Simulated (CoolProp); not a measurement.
50 sccm (0 °C, 1 atm) of nitrogen bubbles through liquid n-perfluorohexane at 286.8 K and leaves saturated at a total pressure of 0.15 MPa (ideal gas phase). Each further row changes one setting.

Computed with CoolProp (reference Helmholtz-energy equation of state, Gao 2022).

| case | vapour pressure (kPa) | mole fraction of vapour | delivery (mg/min) | delivery (sccm) | change of delivery for a bath 1 K warmer (%) |
|---|---|---|---|---|---|
| as stated | 17.4 | 0.116 | 99.3 | 6.58 | 5.6 |
| bath temperature 291.8 K | 22.1 | 0.147 | 130 | 8.64 | 5.6 |
| total pressure 0.3 MPa | 17.4 | 0.0582 | 46.6 | 3.09 | 5.2 |
